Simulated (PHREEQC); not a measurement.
Consider water at 25 °C with 2.2 mmol/kgw Sr(OH)2. Closed to the air; pH follows from the charge balance.

Model: ion-association model, phreeqc.dat, run in PHREEQC.

```json
{
  "pH": "11.60",
  "ionic_strength": "0.00653 mol/kgw",
  "specific_conductance": "1040 µS/cm",
  "total_alkalinity": "4.40 meq/kg"
}
```

| species | molality | activity | log γ |
|---|---|---|---|
| OH- | 0.00437 | 0.00400 | -0.038 |
| Sr+2 | 0.00217 | 0.00155 | -0.144 |
| SrOH+ | 3.43e-5 | 3.15e-5 | -0.036 |

No solid was allowed to form.
